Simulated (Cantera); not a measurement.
Mixture: H2 : O2 : N2 = 1 : 0.556 : 2.09 (molar parts), at 7500 Torr, adiabatic and at constant pressure. Ignition delay is the time to a rise of 400 K.

Model: GRI-Mech 3.0 (53 species, 325 reactions), integrated in Cantera. The hydrogen kinetics of GRI-Mech 3.0 are dated; newer H2 mechanisms differ, most at raised pressure. Where the delays flatten at high temperature, the 400 K rule measures the pace of heat release, not the induction time.

Problem. What does this change do: pressure from 7500 Torr to 760 Torr?

Solution. 
```json
[
 {"quantity": "delay at 1250 K", "before": "11.3 µs", "after": "36.8 µs"},
 {"quantity": "delay at 1300 K", "before": "5.02 µs", "after": "30.2 µs"},
 {"quantity": "delay at 1350 K", "before": "3.21 µs", "after": "25.6 µs"},
 {"quantity": "delay at 1400 K", "before": "2.33 µs", "after": "22.3 µs"},
 {"quantity": "delay at 1450 K", "before": "1.82 µs", "after": "20.0 µs"},
 {"quantity": "delay at 1500 K", "before": "1.48 µs", "after": "18.5 µs"},
 {"quantity": "delay at 1550 K", "before": "1.24 µs", "after": "17.4 µs"}
]
```
